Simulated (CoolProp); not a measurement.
Model: reference Helmholtz-energy equation of state, Lemmon 2005, in CoolProp. It is a short technical equation, of lower accuracy than the large ones.

Give the vapour pressure (bar), liquid density (kg/m³), vapour density (kg/m³), enthalpy of vaporisation (kJ/kg) of saturated trans-2-butene at 20.95, 37.25 °C.


```json
[
 {"T (°C)": "20.95", "p (bar)": "2.06", "liquid density (kg/m³)": "603", "vapour density (kg/m³)": "5.06", "enthalpy of vaporisation (kJ/kg)": "386"},
 {"T (°C)": "37.25", "p (bar)": "3.39", "liquid density (kg/m³)": "584", "vapour density (kg/m³)": "8.14", "enthalpy of vaporisation (kJ/kg)": "368"}
]
```
